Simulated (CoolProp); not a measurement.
Aqueous propylene glycol as a coolant, 15 % by mass, freezing at -4.9 °C, 1 atm.

Model: Melinder's fits for secondary coolants, in CoolProp.

| T (°C) | conductivity (W/(m K)) | Prandtl number | cp (kJ/(kg K)) | viscosity (mPa s) |
|---|---|---|---|---|
| -0.9 | 0.492 | 28.8 | 3.996 | 3.54 |
| 3.3 | 0.497 | 24.1 | 4.002 | 3.00 |
| 7.5 | 0.502 | 20.5 | 4.008 | 2.56 |
| 11.7 | 0.508 | 17.5 | 4.014 | 2.21 |
| 15.9 | 0.513 | 15.1 | 4.021 | 1.93 |
| 20.1 | 0.518 | 13.2 | 4.028 | 1.69 |
| 24.3 | 0.523 | 11.6 | 4.035 | 1.50 |
| 28.5 | 0.527 | 10.3 | 4.042 | 1.34 |
| 32.7 | 0.532 | 9.16 | 4.049 | 1.20 |
